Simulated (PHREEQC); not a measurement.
Dissolve 0.022 mol HF, 8.8e-05 mol H2SiF6, 0.081 mol HBF4 and 0.33 mol HNO3 per kg of water at 2.3 °C. Closed to the air; pH follows from the charge balance.

Model: ion-association model, wateq4f.dat, run in PHREEQC.

This is a speciation only: nothing precipitates in the calculation.

### Question
Order these F species by the share of F that they hold, largest first: BF4-, HF, H2F2, SiF6-2, BF3OH-.

### Answer
BF4- (92 %), HF (5.6 %), H2F2 (1.3 %), BF3OH- (0.77 %), SiF6-2 (0.15 %)

The pH is 0.50 and the ionic strength 0.411 mol/kgw. Away from 25 °C the constants follow the database's enthalpies or fits; those with neither stay at their 25 °C values. SiF6-2 is the database's only silicon fluoride. Real BF4- forms and hydrolyses slowly; the run takes it at equilibrium.
